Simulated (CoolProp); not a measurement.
Vapour-liquid equilibrium of hexamethyldisiloxane (MM) (1) + toluene (2) at 62.25 °C; x and y are mole fractions of (1).

Computed with CoolProp (multi-fluid Helmholtz-energy mixture model, Thol 2016 and Lemmon 2006; pair parameters Bell 2016).

Problem. Give the bubble pressure and the first vapour's composition at x = 0.35, 0.65, 0.85. Is there an azeotrope?

Solution. x = 0.35: 0.02500 MPa, y = 0.456; x = 0.65: 0.02743 MPa, y = 0.706; x = 0.85: 0.02831 MPa, y = 0.864. No azeotrope shows between x = 0.05 and 0.95.

Pair parameters are fitted to limited data, so mixtures are less certain than the pure fluids.
